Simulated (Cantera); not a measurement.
Thermodynamics of carbothermic reduction, feed Cu2O + CO + H2

Feed: 1 mol Cu2O, 2 mol CO, 1.5 mol H2, equilibrated at 13.3 mbar.

These are equilibrium values from Cantera (NASA tables, ideal gas, pure condensed phases), not measurements of a reactor. Candidate condensed phases: C, C6H6, C7H8, C8H18, Cu, CuO, Cu(OH)2, Cu2O, H2O; 113 gas species. Kinetics and transport are ignored.

From 1123 K to 1323 K the condensed part is Cu(s). From 1373 K to 1523 K the condensed part is Cu(l). The main Cu-bearing gas is Cu throughout.

```
T (K)   x CO   x H2  x H2O  x CO2      x Cu       x H      x OH     x Cu2  n Cu(s)  n Cu(l)
-----  -----  -----  -----  -----  --------  --------  --------  --------  -------  -------
1123   0.413  0.302  0.127  0.159   9.40e-8   2.03e-7  4.39e-10  1.03e-12     2.00        0
1173   0.420  0.294  0.135  0.151   4.28e-7   5.54e-7   1.75e-9  8.84e-12     2.00        0
1223   0.427  0.287  0.142  0.144   1.72e-6   1.40e-6   6.20e-9  6.34e-11     2.00        0
1273   0.434  0.281  0.148  0.138   6.18e-6   3.27e-6   1.99e-8  3.88e-10     2.00        0
1323   0.439  0.275  0.154  0.132   2.01e-5   7.20e-6   5.82e-8   2.06e-9     2.00        0
1373   0.444  0.270  0.159  0.127   5.93e-5   1.50e-5   1.57e-7   9.41e-9        0     2.00
1423   0.449  0.265  0.163  0.122  0.000157   2.96e-5   3.96e-7   3.63e-8        0     2.00
1473   0.453  0.261  0.168  0.118  0.000388   5.59e-5   9.37e-7   1.27e-7        0     2.00
1523   0.457  0.257  0.172  0.114  0.000903  0.000101   2.09e-6   4.10e-7        0     2.00
```
x: gas mole fraction; n: condensed amount in mol.
